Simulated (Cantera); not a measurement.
A closed system holds: 1 mol Si, 0.28 mol CO2, 50 mol H2, held at 0.0278 Torr.

These are equilibrium values from Cantera (NASA tables, ideal gas, pure condensed phases), not measurements of a reactor. Candidate condensed phases: C, C6H6, C7H8, C8H18, H2O, Si, SiC, SiO2; 123 gas species. The numbers say what is thermodynamically allowed, not how fast it happens.

At 1625 K, list the 6 most abundant gas species with their mole fractions, and the condensed phases.

H2 0.973, H 0.0114, SiO 0.0105, Si 0.00405, CO 0.000509, SiH 4.85e-5. Condensed: SiC(s).
